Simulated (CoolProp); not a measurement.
Saturation properties of cyclopentane (Tc = 511.7 K, pc = 4.583 MPa, ω = 0.202).

The numbers come from the reference Helmholtz-energy equation of state, Gedanitz 2015 in CoolProp.

```tsv
T (K)	p (MPa)	liquid density (kg/m³)	enthalpy of vaporisation (kJ/kg)
334.6	0.1488	703.0	380.1
345.4	0.2038	691.2	371.5
356.3	0.2739	679.1	362.4
367.1	0.3602	666.6	352.9
377.9	0.4655	653.7	342.9
388.7	0.5924	640.4	332.3
399.6	0.7449	626.3	320.9
410.4	0.9230	611.8	308.8
421.2	1.131	596.5	295.9
432.1	1.374	580.2	281.7
442.9	1.651	562.9	266.4
453.7	1.967	544.1	249.4
```

It boils at 322.4 K under 1 atm.
